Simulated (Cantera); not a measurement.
Charge: 1 mol MgCO₃, 3.8 mol O₂, 6.5 mol H₂O, at 352 °C and 0.400 bar.

Cantera equilibrium calculation (NASA polynomials, part measured and part estimated; ideal gas, pure solids and liquids). Candidate condensed phases: C, C₆H₆, C₇H₈, C₈H₁₈, H₂O, Mg, MgCO₃, MgO, Mg(OH)₂; 116 gas species. Rates play no part.

Base state: H₂O 0.575, O₂ 0.336, CO₂ 0.0885 (mole fractions); condensed: MgO(s).

Problem. What changes in the equilibrium state with this change: pressure from 0.400 bar to 16.0 bar?

Solution. 
```json
[
 {"species": "H₂O", "before": "0.575", "after": "0.619"},
 {"species": "O₂", "before": "0.336", "after": "0.369"},
 {"species": "CO₂", "before": "0.0885", "after": "0.0124"},
 {"species": "MgO(s), mol", "before": "1.00", "after": "0"},
 {"species": "MgCO₃(s), mol", "before": "0", "after": "0.873"},
 {"species": "Mg(OH)₂(s), mol", "before": "0", "after": "0.127"}
]
```
